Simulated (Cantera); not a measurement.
A Cantera script and what it prints.

```python
import numpy as np
import cantera as ct

gas_names = [...]  # 151 gases of nasa_gas.yaml made of C, H, N, O, Si
cond_names = """
    C(gr) C6H6(L) C7H8(L) C8H18(L),n-octa H2O(s) H2O(L) Si(cr) Si(L) SiC(b) SiO2(Lqz) SiO2(hqz) SiO2(L)
    Si2N2O(s) Si3N4(a)
""".split()


# ... load() reads the species with a 1 bar reference pressure and builds the phases ...
atoms = {
    'Si': {'Si': 1},
    'N2O': {'N': 2, 'O': 1},
    'H2': {'H': 2},
    'CO2': {'C': 1, 'O': 2},
}
top_T = {'C(gr)': 4500, 'SiC(b)': 3050, 'Si2N2O(s)': 2100, 'Si3N4(a)': 2400}  # K; cautious upper limits of use, not melting points


# ... equilibrate(T, P, feed) seeds the gas with the atoms and calls Mixture.equilibrate('TP', solver="vcs", rtol=1e-11, max_steps=5000) ...
results = []
feed = {'Si': 1, 'N2O': 1.8, 'H2': 4.5, 'CO2': 0.013}  # mol
T = 1673.15  # K
P = 84000  # Pa
mix = equilibrate(T, P, feed)
results.append((T, P, feed, dict(zip(mix.species_names, mix.species_moles))))
print(gas.report(threshold=1e-06))
for i in range(1, mix.n_phases):
    print(f"{mix.phase(i).name:16s} {mix.phase_moles(i):12.5e} mol")
```

It prints:

```
       temperature   1673.2 K
          pressure   84000 Pa
           density   0.056233 kg/m^3
  mean mol. weight   9.3128 kg/kmol
   phase of matter   gas

                          1 kg             1 kmol
                     ---------------   ---------------
          enthalpy        4.5462e+06        4.2338e+07  J
   internal energy        3.0524e+06        2.8427e+07  J
           entropy             22203        2.0678e+05  J/K
    Gibbs function       -3.2603e+07       -3.0363e+08  J
 heat capacity c_p            3615.3             33669  J/K
 heat capacity c_v            2722.5             25354  J/K

                      mass frac. Y      mole frac. X     chem. pot. / RT
                     ---------------   ---------------   ---------------
                CO         0.0062437         0.0020759           -41.407
                 H        1.1422e-05        0.00010553           -9.7154
               HCN        6.0974e-06        2.1011e-06           -32.528
                H2           0.15569            0.7192           -19.431
               H2O        0.00091503        0.00047302            -51.93
               NH3        1.9162e-05        1.0478e-05           -43.051
                N2           0.83582           0.27786            -27.81
               SiO         0.0012881        0.00027212            -44.63
     [ +143 minor]        3.5196e-06        1.2754e-06

C(gr)             0.00000e+00 mol
Si(cr)            0.00000e+00 mol
SiC(b)            0.00000e+00 mol
SiO2(hqz)         8.72805e-01 mol
Si2N2O(s)         6.27467e-02 mol
Si3N4(a)          0.00000e+00 mol
```

Method: chemical equilibrium by Gibbs-energy minimisation in Cantera with the NASA 1993 tables (ideal gas, pure condensed phases). Mutual solubility and eutectic melting of coexisting phases are not modelled. The tables hold silica as quartz up to 1696 K and as liquid above; real silica turns to tridymite and cristobalite and melts near 1996 K.
